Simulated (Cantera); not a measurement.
# Thermodynamics of nitride etching, feed Si₃N₄ + Cl₂

Charge: 1 mol Si₃N₄, 32 mol Cl₂, equilibrated at 1227 °C and 100000 Pa.

Equilibrium computed with Cantera from the NASA thermochemical tables; the gas is ideal and each condensed phase is pure. Candidate condensed phases: Si, Si₃N₄; 13 gas species. Kinetics and transport are ignored.

```yaml
x(Cl₂): 0.791
x(SiCl₄): 0.0943
x(N₂): 0.0628
x(Cl): 0.0520
x(SiCl₃): 3.25e-6
gas_amount: 31.83 mol
log10 activity of Si(s) (absent): -17.08
```
